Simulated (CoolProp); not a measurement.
Isopentane at several states: density (kg/m³) from the reference equation and from simpler models built on Tc = 187.2 °C, pc = 3378 kPa, ω = 0.227; each cubic takes its own stable root.

The numbers come from the reference Helmholtz-energy equation of state, Lemmon 2006 in CoolProp. It is a short technical equation, of lower accuracy than the large ones.

```tsv
T (°C)	p (kPa)	phase	reference
191.45	1560	gas	35.31
-68.25	38.4	liquid	702.9
-50.55	151	liquid	687.0
49.55	36.8	gas	1.002
```

Question: How far does each simpler model (Redlich-Kwong, Soave-Redlich-Kwong) lie from the reference over these 4 states: mean and median of the absolute difference, and the worst?

Answer: 
- Redlich-Kwong: mean 4.6 %, median 4.6 %, worst -8.9 % at -68.25 °C and 38.4 kPa
- Soave-Redlich-Kwong: mean 3.9 %, median 3.9 %, worst -7.8 % at -68.25 °C and 38.4 kPa
